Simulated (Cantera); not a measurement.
An isothermal plug-flow reactor at 1225 K and 1.00 bar (inlet), inlet velocity 2.1 m/s, active area per volume 16000 1/m; feed 0.672 % CH₄, 7.77 % O₂, 91.6 % N₂.

Cantera simulation using Deutschmann's 1995 Pt surface mechanism with GRI-Mech 3.0 gas chemistry; the numbers are that mechanism's predictions, not measurements. Catalytic surfaces can have several steady states; this one follows from the mechanism file's or the stated starting coverage. Mass transfer to the wall is taken as infinitely fast.

x: gas mole fraction; θ: surface coverage.

```
z (m)         x CH₄    x O₂       x H₂O       x CO₂        x CO  θ free Pt   θ O*       θ OH*
-------  ----------  ------  ----------  ----------  ----------  ---------  -----  ----------
7.8e-05     0.00481  0.0738     0.00381     0.00190     7.52e-6      0.471  0.529    0.000743
0.00017  (withheld)  0.0707  (withheld)  (withheld)  (withheld)      0.473  0.526  (withheld)
0.00036     0.00140  0.0670      0.0106     0.00531     2.22e-6      0.475  0.523     0.00121
0.00078  (withheld)  0.0647      0.0130     0.00649  (withheld)      0.477  0.521     0.00134
0.0017      3.68e-6  0.0642      0.0134     0.00670     7.45e-9      0.478  0.521     0.00136
0.0036      2.79e-8  0.0642      0.0134     0.00671     1.19e-9      0.478  0.521     0.00136
0.0078      1.53e-9  0.0642      0.0134     0.00671    6.97e-10      0.478  0.521     0.00136
```

### Question
Some entries are withheld; supply them.

### Answer

- 0.00017, x CH₄: 0.00323
- 0.00017, x H₂O: 0.00697
- 0.00017, x CO₂: 0.00348
- 0.00017, x CO: 5.08e-6
- 0.00017, θ OH*: 0.000988
- 0.00078, x CH₄: 0.000217
- 0.00078, x CO: 3.48e-7
